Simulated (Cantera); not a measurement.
Cantera run:

```python
import numpy as np
import cantera as ct

gas_names = """
    B BH BH2 BH3 BO BO2 B2 B2O B2O2 B2O3 B3O3H3 H HBO HBO2 HO2 H2 H2O H2O2 H3B3O6 O OH O2 O3
""".split()
cond_names = """
    B(b) B(L) B2O3(L) B3O3H3(cr) H2O(s) H2O(L)
""".split()


# ... load() reads the species with a 1 bar reference pressure and builds the phases ...
atoms = {
    'B2H6': {'B': 2, 'H': 6},
    'O2': {'O': 2},
    'H2': {'H': 2},
}
top_T = {}  # K; cautious upper limits of use, not melting points


# ... equilibrate(T, P, feed) seeds the gas with the atoms and calls Mixture.equilibrate('TP', solver="vcs", rtol=1e-11, max_steps=5000) ...
results = []
P = 240  # Pa
for T in [873, 973, 1073, 1173, 1273, 1373, 1473, 1573, 1673, 1773]:
    for m in [9.9, 23, 35, 48, 61, 74, 87, 99, 110, 120, 140, 150, 160]:
        feed = {'B2H6': 1, 'O2': 0.38, 'H2': m}  # mol
        mix = equilibrate(T, P, feed)
        results.append((T, P, feed, dict(zip(mix.species_names, mix.species_moles))))

for T, P, feed, n in results:
    print(f"{T:7g} {feed['H2']:10.4g}  " + (" + ".join(c for c in cond_names if n.get(c, 0) > 1e-12) or "gas only"))
```

Result:

```
    873        9.9  B(b) + B2O3(L)
    873         23  B(b) + B2O3(L)
    873         35  B(b) + B2O3(L)
    873         48  B(b) + B2O3(L)
    873         61  B(b) + B2O3(L)
    873         74  B(b) + B2O3(L)
    873         87  B(b) + B2O3(L)
    873         99  B(b) + B2O3(L)
    873        110  B(b) + B2O3(L)
    873        120  B(b) + B2O3(L)
    873        140  B(b) + B2O3(L)
    873        150  B(b) + B2O3(L)
    873        160  B(b) + B2O3(L)
    973        9.9  B(b) + B2O3(L)
    973         23  B(b) + B2O3(L)
    973         35  B(b) + B2O3(L)
    973         48  B(b) + B2O3(L)
    973         61  B(b) + B2O3(L)
    973         74  B(b) + B2O3(L)
    973         87  B(b) + B2O3(L)
    973         99  B(b) + B2O3(L)
    973        110  B(b) + B2O3(L)
    973        120  B(b) + B2O3(L)
    973        140  B(b) + B2O3(L)
    973        150  B(b) + B2O3(L)
    973        160  B(b) + B2O3(L)
   1073        9.9  B(b) + B2O3(L)
   1073         23  B(b) + B2O3(L)
   1073         35  B(b) + B2O3(L)
   1073         48  B(b) + B2O3(L)
   1073         61  B(b) + B2O3(L)
   1073         74  B(b) + B2O3(L)
   1073         87  B(b) + B2O3(L)
   1073         99  B(b) + B2O3(L)
   1073        110  B(b) + B2O3(L)
   1073        120  B(b) + B2O3(L)
   1073        140  B(b) + B2O3(L)
   1073        150  B(b) + B2O3(L)
   1073        160  B(b) + B2O3(L)
   1173        9.9  B(b) + B2O3(L)
   1173         23  B(b) + B2O3(L)
   1173         35  B(b) + B2O3(L)
   1173         48  B(b) + B2O3(L)
   1173         61  B(b) + B2O3(L)
   1173         74  B(b) + B2O3(L)
   1173         87  B(b) + B2O3(L)
   1173         99  B(b) + B2O3(L)
   1173        110  B(b) + B2O3(L)
   1173        120  B(b) + B2O3(L)
   1173        140  B(b) + B2O3(L)
   1173        150  B(b) + B2O3(L)
   1173        160  B(b) + B2O3(L)
   1273        9.9  B(b) + B2O3(L)
   1273         23  B(b) + B2O3(L)
   1273         35  B(b) + B2O3(L)
   1273         48  B(b) + B2O3(L)
   1273         61  B(b) + B2O3(L)
   1273         74  B(b) + B2O3(L)
   1273         87  B(b) + B2O3(L)
   1273         99  B(b) + B2O3(L)
   1273        110  B(b) + B2O3(L)
   1273        120  B(b) + B2O3(L)
   1273        140  B(b)
   1273        150  B(b)
   1273        160  B(b)
   1373        9.9  B(b) + B2O3(L)
   1373         23  B(b) + B2O3(L)
   1373         35  B(b)
   1373         48  B(b)
   1373         61  B(b)
   1373         74  B(b)
   1373         87  B(b)
   1373         99  B(b)
   1373        110  B(b)
   1373        120  B(b)
   1373        140  B(b)
   1373        150  B(b)
   1373        160  B(b)
   1473        9.9  B(b)
   1473         23  B(b)
   1473         35  B(b)
   1473         48  B(b)
   1473         61  B(b)
   1473         74  B(b)
   1473         87  B(b)
   1473         99  B(b)
   1473        110  B(b)
   1473        120  B(b)
   1473        140  B(b)
   1473        150  B(b)
   1473        160  B(b)
   1573        9.9  B(b)
   1573         23  B(b)
   1573         35  B(b)
   1573         48  B(b)
   1573         61  B(b)
   1573         74  B(b)
   1573         87  B(b)
   1573         99  B(b)
   1573        110  B(b)
   1573        120  B(b)
   1573        140  B(b)
   1573        150  B(b)
   1573        160  B(b)
   1673        9.9  B(b)
   1673         23  B(b)
   1673         35  B(b)
   1673         48  B(b)
   1673         61  B(b)
   1673         74  B(b)
   1673         87  B(b)
   1673         99  B(b)
   1673        110  B(b)
   1673        120  B(b)
   1673        140  B(b)
   1673        150  B(b)
   1673        160  B(b)
   1773        9.9  B(b)
   1773         23  B(b)
   1773         35  B(b)
   1773         48  B(b)
   1773         61  B(b)
   1773         74  B(b)
   1773         87  B(b)
   1773         99  B(b)
   1773        110  B(b)
   1773        120  B(b)
   1773        140  B(b)
   1773        150  B(b)
   1773        160  B(b)
```

These are equilibrium values from Cantera (NASA tables, ideal gas, pure condensed phases), not measurements of a reactor. The feed counts by its element totals alone. Mutual solubility and eutectic melting of coexisting phases are not modelled.
